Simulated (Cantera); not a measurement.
What does this Cantera script print?

```python
import numpy as np
import cantera as ct

gas_names = """
    CL CLO CL2 H HCL HNO HNO2 HNO3 HOCL HO2 H2 H2O H2O2 N NH NH2 NH3 NH2OH NO NO2 NO3 N2 N2H2 N2H4 N2O O
    OH O2 O3
""".split()
cond_names = """
    H2O(s) H2O(L) NH4CL(a) NH4CL(b)
""".split()


def load(file, names, dense=False):
    # The tables refer to 1 bar. Condensed volumes are neglected.
    table = {s.name: s for s in ct.Species.list_from_file(file)}
    out = []
    for n in names:
        d = dict(table[n].input_data)
        d["thermo"] = dict(d["thermo"], **{"reference-pressure": 1e5})
        if dense:
            d["equation-of-state"] = {"model": "constant-volume", "density": "1e6 g/cm^3"}
        out.append(ct.Species.from_dict(d))
    return out


gas = ct.Solution(thermo="ideal-gas", species=load("nasa_gas.yaml", gas_names))
cond = {s.name: ct.Solution(thermo="fixed-stoichiometry", species=[s], name=s.name)
        for s in load("nasa_condensed.yaml", cond_names, dense=True)}
atoms = {
    'HCl': {'H': 1, 'CL': 1},
    'H2O': {'H': 2, 'O': 1},
    'N2': {'N': 2},
}
top_T = {}  # K; cautious upper limits of use, not melting points


def equilibrate(T, P, feed):
    n = {}
    for name, mol in feed.items():
        for a, k in atoms[name].items():
            n[a] = n.get(a, 0.0) + k * mol
    gas.TPX = T, P, n
    mass = sum(n.values()) * gas.mean_molecular_weight
    gas.equilibrate("TP")
    valid = [c for c in cond.values() if c.min_temp <= T <= top_T.get(c.name, c.max_temp)]
    mix = ct.Mixture([(gas, mass / gas.mean_molecular_weight)] + [(c, 0.0) for c in valid])
    mix.T, mix.P = T, P
    mix.equilibrate("TP", solver="vcs", rtol=1e-11, max_steps=5000)
    return mix


results = []
feed = {'HCl': 1, 'H2O': 0.52, 'N2': 21}  # mol
P = 56000  # Pa
for T in [2600, 2700, 2800, 2900, 3000, 3100, 3200, 3300]:
    mix = equilibrate(T, P, feed)
    results.append((T, P, feed, dict(zip(mix.species_names, mix.species_moles))))

top = {s: max(r[3][s] / sum(r[3][g] for g in gas_names) for r in results) for s in gas_names}
cols = sorted((s for s in top if top[s] > 0.0001), key=lambda s: -top[s])[:7]
seen = [c for c in cond_names if any(r[3].get(c, 0) > 1e-12 for r in results)]
print("log10 of partial pressures in bar; condensed amounts in mol")
print(f"{'T/K':>10s}" + "".join(f"{s[:9]:>10s}" for s in cols + seen))
for T, P, feed, n in results:
    ng = sum(n[g] for g in gas_names)
    print(f"{T:10.4g}" + "".join(f"{np.log10(max(n[s] / ng * P / 1e5, 1e-99)):10.3f}" for s in cols)
          + "".join(f"{n.get(c, 0):10.4g}" for c in seen))
```

It prints:

```
log10 of partial pressures in bar; condensed amounts in mol
       T/K        N2         H        CL       HCL       H2O        H2         O
      2600    -0.288    -2.576    -2.162    -1.752    -2.022    -2.320    -3.358
      2700    -0.290    -2.367    -2.076    -1.794    -2.082    -2.244    -3.117
      2800    -0.292    -2.181    -1.999    -1.844    -2.162    -2.187    -2.902
      2900    -0.295    -2.015    -1.932    -1.904    -2.267    -2.151    -2.715
      3000    -0.298    -1.871    -1.873    -1.974    -2.400    -2.139    -2.555
      3100    -0.302    -1.749    -1.822    -2.057    -2.564    -2.152    -2.421
      3200    -0.305    -1.647    -1.780    -2.152    -2.762    -2.191    -2.312
      3300    -0.308    -1.565    -1.745    -2.261    -2.992    -2.255    -2.226
```

Equilibrium computed with Cantera from the NASA thermochemical tables; the gas is ideal and each condensed phase is pure.
